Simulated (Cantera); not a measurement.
Charge: 1 mol S, 0.038 mol H₂, 0.18 mol N₂, equilibrated at 3048.15 K and 470000 Pa.

Method: chemical equilibrium by Gibbs-energy minimisation in Cantera with the NASA 1993 tables (ideal gas, pure condensed phases). Rates play no part.

```
species    before     after
-------  --------  --------
S₂          0.586     0.569
N₂          0.236     0.232
S           0.103     0.101
H₂         0.0219    0.0325
SH         0.0369    0.0443
H          0.0125    0.0152
H₂S       0.00332   0.00484
SN       0.000699  0.000682
```
Gas species are given as mole fractions.

### Question
Which change was made?
A. temperature from 3048.15 K to 2600 K
B. temperature from 3048.15 K to 2548.15 K
C. N₂ from 0.18 to 20 mol
D. H₂ from 0.038 to 0.052 mol

### Answer
D, H₂ from 0.038 to 0.052 mol
